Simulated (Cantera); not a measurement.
Cantera run:

```python
import numpy as np
import cantera as ct

gas_names = """
    H H2 N NH NH2 NH3 N2 N2H2 N2H4 Pb Pb2
""".split()
cond_names = """
    Pb(cr) Pb(L)
""".split()


def load(file, names, dense=False):
    # The tables refer to 1 bar. Condensed volumes are neglected.
    table = {s.name: s for s in ct.Species.list_from_file(file)}
    out = []
    for n in names:
        d = dict(table[n].input_data)
        d["thermo"] = dict(d["thermo"], **{"reference-pressure": 1e5})
        if dense:
            d["equation-of-state"] = {"model": "constant-volume", "density": "1e6 g/cm^3"}
        out.append(ct.Species.from_dict(d))
    return out


gas = ct.Solution(thermo="ideal-gas", species=load("nasa_gas.yaml", gas_names))
cond = {s.name: ct.Solution(thermo="fixed-stoichiometry", species=[s], name=s.name)
        for s in load("nasa_condensed.yaml", cond_names, dense=True)}
atoms = {
    'Pb': {'Pb': 1},
    'H2': {'H': 2},
    'N2': {'N': 2},
}
top_T = {}  # K; cautious upper limits of use, not melting points


def equilibrate(T, P, feed):
    n = {}
    for name, mol in feed.items():
        for a, k in atoms[name].items():
            n[a] = n.get(a, 0.0) + k * mol
    gas.TPX = T, P, n
    mass = sum(n.values()) * gas.mean_molecular_weight
    gas.equilibrate("TP")
    valid = [c for c in cond.values() if c.min_temp <= T <= top_T.get(c.name, c.max_temp)]
    mix = ct.Mixture([(gas, mass / gas.mean_molecular_weight)] + [(c, 0.0) for c in valid])
    mix.T, mix.P = T, P
    mix.equilibrate("TP", solver="vcs", rtol=1e-11, max_steps=5000)
    return mix


results = []
feed = {'Pb': 1, 'H2': 2.9, 'N2': 0.32}  # mol
T = 1450  # K
P = 2400  # Pa
mix = equilibrate(T, P, feed)
results.append((T, P, feed, dict(zip(mix.species_names, mix.species_moles))))
x = sorted(zip(gas.X, gas.species_names), reverse=True)
print(f"T = {T:g} K  P = {P:g} Pa  gas = {mix.phase_moles(0):.4g} mol")
print("   x: " + "  ".join(f"{s} {v:.3e}" for v, s in x if v > 0.0001))
print("   condensed (mol): " + ("  ".join(f"{mix.phase(i).name} {mix.phase_moles(i):.4g}"
      for i in range(1, mix.n_phases) if mix.phase_moles(i) > 1e-12) or "none"))
```

Output:

```
T = 1450 K  P = 2400 Pa  gas = 4.22 mol
   x: H2 6.872e-01  Pb 2.369e-01  N2 7.583e-02
   condensed (mol): none
```

Method: chemical equilibrium by Gibbs-energy minimisation in Cantera with the NASA 1993 tables (ideal gas, pure condensed phases).
